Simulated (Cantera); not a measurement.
# c-C4F8 + HCl (fluorocarbon and chlorocarbon gases)

Charge: 1 mol c-C4F8, 2 mol HCl, held at 948 K.

These are equilibrium values from Cantera (NASA tables, ideal gas, pure condensed phases), not measurements of a reactor. Candidate condensed phases: C, C6H6, C7H8, C8H18; 118 gas species. The feed counts by its element totals alone. Gases not in the tables: C2F6 and larger saturated fluorocarbons. Rates play no part.

```csv
P (Pa),x CF4,x HCl,x HF,x Cl2,x CClF3,x Cl,x CCl2F2,x CCl3F,n C(graphite)
1,0.367,0.115,0.338,0.157,0.00196,0.0215,1.43e-5,1.07e-7,2.37
6.80,0.383,0.158,0.302,0.146,0.00314,0.00792,3.53e-5,4.08e-7,2.32
46,0.398,0.205,0.262,0.127,0.00487,0.00285,8.18e-5,1.41e-6,2.28
320,0.412,0.253,0.220,0.106,0.00741,0.000984,0.000183,4.62e-6,2.22
2200,0.425,0.298,0.181,0.0844,0.0110,0.000335,0.000388,1.41e-5,2.18
15000,0.435,0.338,0.146,0.0643,0.0157,0.000112,0.000781,3.98e-5,2.13
100000,0.442,0.370,0.118,0.0464,0.0217,3.69e-5,0.00147,0.000102,2.10
```
x: gas mole fraction; n: condensed amount in mol.

From 0.00750 Torr to 750 Torr the condensed part is C(graphite). The main C-bearing gas is CF4 throughout. The share of C in condensed phases is highest at 0.00750 Torr (59.3 %) and lowest at 750 Torr (52.4 %).
